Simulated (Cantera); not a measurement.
Input: 1 mol C2H2, 0.2 mol CO2, held at 700 K and 14.0 Pa.

Method: chemical equilibrium by Gibbs-energy minimisation in Cantera with the NASA 1993 tables (ideal gas, pure condensed phases). Candidate condensed phases: C, C6H6, C7H8, C8H18, H2O; 110 gas species. Rates play no part.

Base state: H2 0.732, CO 0.228, CO2 0.0294, H2O 0.0100, CH4 0.000637 (mole fractions); condensed: C(graphite).

Task: What changes in the equilibrium state with this change: temperature from 700 K to 1350 K?

Result: 
| species | before | after |
|---|---|---|
| H2 | 0.732 | 0.714 |
| CO | 0.228 | 0.286 |
| H | <1e-9 | 0.000170 |
| CO2 | 0.0294 | 3.33e-8 |
| H2O | 0.0100 | 1.64e-7 |
| CH4 | 0.000637 | 4.12e-7 |
| C(graphite), mol | 1.85 | 1.80 |
